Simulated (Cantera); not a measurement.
**Premixed flame**

A freely propagating, adiabatic, planar premixed flame of H₂ : O₂ : N₂ : H₂O = 1 : 0.505 : 2.47 : 0.086 (molar parts), equivalence ratio 0.99, unburnt at 600 K and 0.133 bar; mixture-averaged transport, grid criteria slope 0.08 and curve 0.16, no radiation.

Computed with Cantera and the H2/O2 subset of GRI-Mech 3.0, which has no nitrogen chemistry. Burning velocities carry a grid error of a few per cent, more on coarse grids.

```csv
z (mm),T (K),u (m/s),x H₂,x O₂,x H₂O,x HO₂,x OH,x H₂O₂
-21.7,600,4.79,0.246,0.124,0.0212,<1e-8,<1e-8,<1e-8
-14.5,600,4.79,0.246,0.124,0.0212,<1e-8,<1e-8,<1e-8
-10.9,600,4.79,0.246,0.124,0.0212,<1e-8,<1e-8,<1e-8
-7.24,600,4.79,0.246,0.124,0.0212,1.77e-7,<1e-8,<1e-8
-3.62,605,4.82,0.245,0.124,0.0215,4.70e-5,1.49e-5,5.07e-7
-1.81,708,5.59,0.227,0.121,0.0310,3.54e-5,0.000250,8.78e-7
0,1070,8.21,0.117,0.0823,0.113,1.39e-5,0.00225,5.67e-7
1.81,1329,10.1,0.0421,0.0356,0.197,5.17e-6,0.00603,7.67e-7
3.62,1441,10.8,0.0379,0.0297,0.208,3.73e-6,0.00784,6.42e-7
7.24,1569,11.7,0.0386,0.0267,0.216,2.85e-6,0.00973,4.14e-7
14.5,1707,12.6,0.0380,0.0235,0.225,2.12e-6,0.0114,2.25e-7
29.0,1846,13.5,0.0355,0.0200,0.236,1.54e-6,0.0124,1.18e-7
57.9,1977,14.3,0.0313,0.0166,0.248,1.10e-6,0.0125,6.76e-8
```
x: mole fraction of selected species; z is measured from the peak of heat release.

laminar burning velocity: 479 cm/s
thermal thickness: 7.24 mm
peak x(HO₂): 4.91e-5
peak x(OH): 0.0126
peak x(H₂O₂): 1.03e-6
grid points: 139
